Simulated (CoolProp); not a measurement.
Dimethyl carbonate along the isobar 2180 kPa: Z from the reference equation and from simpler models built on Tc = 557.0 K, pc = 4909 kPa, ω = 0.346; each cubic takes its own stable root.

The numbers come from the reference Helmholtz-energy equation of state, Zhou 2011 in CoolProp.

| T (K) | phase | reference |
|---|---|---|
| 318.5 | liquid | 0.07141 |
| 329.1 | liquid | 0.07007 |
| 339.6 | liquid | 0.06886 |
| 350.2 | liquid | 0.06775 |
| 360.7 | liquid | 0.06676 |
| 371.2 | liquid | 0.06587 |
| 381.8 | liquid | 0.06508 |
| 392.3 | liquid | 0.06438 |
| 402.9 | liquid | 0.06378 |
| 413.4 | liquid | 0.06328 |

Problem. How far does each simpler model (van der Waals, Redlich-Kwong, Soave-Redlich-Kwong, Peng-Robinson) lie from the reference over these 10 states: mean and median of the absolute difference, and the worst?

Solution. 
- van der Waals: mean 70.9 %, median 70.7 %, worst +71.8 % at 318.5 K and 2180 kPa
- Redlich-Kwong: mean 17.4 %, median 17.2 %, worst +18.7 % at 413.4 K and 2180 kPa
- Soave-Redlich-Kwong: mean 12.0 %, median 11.9 %, worst +12.4 % at 318.5 K and 2180 kPa
- Peng-Robinson: mean 0.8 %, median 1.0 %, worst -1.1 % at 392.3 K and 2180 kPa
